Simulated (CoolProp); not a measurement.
Saturation properties of propane (Tc = 369.9 K, pc = 4.251 MPa, ω = 0.152).

Values from CoolProp's reference Helmholtz-energy equation of state, Lemmon 2009.

```tsv
T (K)	p (MPa)	surface tension (mN/m)	liquid conductivity (mW/(m K))
290.4	0.7775	7.97	97.6
292.6	0.8244	7.70	96.5
294.8	0.8734	7.43	95.4
297	0.9245	7.16	94.4
299.2	0.9778	6.90	93.4
301.3	1.031	6.65	92.4
303.5	1.088	6.39	91.4
305.7	1.148	6.13	90.4
307.9	1.211	5.87	89.4
310.1	1.275	5.61	88.4
312.2	1.340	5.37	87.5
314.4	1.409	5.12	86.5
316.6	1.482	4.87	85.5
318.8	1.557	4.62	84.6
```

It boils at 231.0 K under 1 atm.

Thermal conductivity comes from a separate model (Marsh 2002). Surface tension comes from a separate correlation (Mulero 2012).
